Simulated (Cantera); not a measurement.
Input (Python, Cantera):

```python
import numpy as np
import cantera as ct

gas = ct.Solution("gri30.yaml")


def delay(T, t_max=10):
    gas.TPX = T, 101325, {'CH4': 1, 'C2H6': 0.097, 'C3H8': 0.12, 'O2': 2.67, 'N2': 10}
    reactor = ct.IdealGasReactor(gas, clone=False)
    net = ct.ReactorNet([reactor])
    net.rtol, net.atol = 1e-8, 1e-16
    while net.time < t_max:
        t_old, T_old = net.time, reactor.T
        net.step()
        if reactor.T > T + 400:  # ignition: a rise of 400 K
            return t_old + (T + 400 - T_old) / (reactor.T - T_old) * (net.time - t_old)
    return np.nan


taus = []
for T in [1075, 1150, 1225, 1300, 1375, 1450, 1525, 1600]:
    taus.append(delay(T))
    print(f"T0 = {T:6g} K   tau = {taus[-1]:.4e} s")
```

Output:

```
T0 =   1075 K   tau = 3.7280e-02 s
T0 =   1150 K   tau = 1.1272e-02 s
T0 =   1225 K   tau = 3.5195e-03 s
T0 =   1300 K   tau = 1.2013e-03 s
T0 =   1375 K   tau = 4.6503e-04 s
T0 =   1450 K   tau = 2.0624e-04 s
T0 =   1525 K   tau = 1.0403e-04 s
T0 =   1600 K   tau = 5.8743e-05 s
```

Computed with Cantera and GRI-Mech 3.0 (53 species, 325 reactions).
